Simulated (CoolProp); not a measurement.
Octamethylcyclotetrasiloxane (D4) along the isotherm 346.85 °C: density (kg/m³) from the reference equation and from simpler models built on Tc = 313.4 °C, pc = 1347 kPa, ω = 0.598; each cubic takes its own stable root.

Values from CoolProp's reference Helmholtz-energy equation of state, Thol 2015.

```tsv
p (kPa)	phase	reference	van der Waals	Soave-Redlich-Kwong
10.7	gas	0.6171	0.6169	0.6170
18.9	gas	1.092	1.091	1.092
33.7	gas	1.953	1.952	1.952
59.9	gas	3.491	3.487	3.489
107	gas	6.301	6.288	6.294
189	gas	11.34	?	11.32
337	gas	20.95	20.82	?
599	gas	?	39.54	39.61
1070	gas	?	83.17	82.05
1890	supercritical	?	285.4	225.8
3370	supercritical	?	?	415.9
```

Question: Fill in the missing entries.

Answer: 
- 189, van der Waals: 11.30
- 337, Soave-Redlich-Kwong: 20.86
- 599, reference: 39.95
- 1070, reference: 83.80
- 1890, reference: 249.1
- 3370, reference: 483.4
- 3370, van der Waals: 376.4
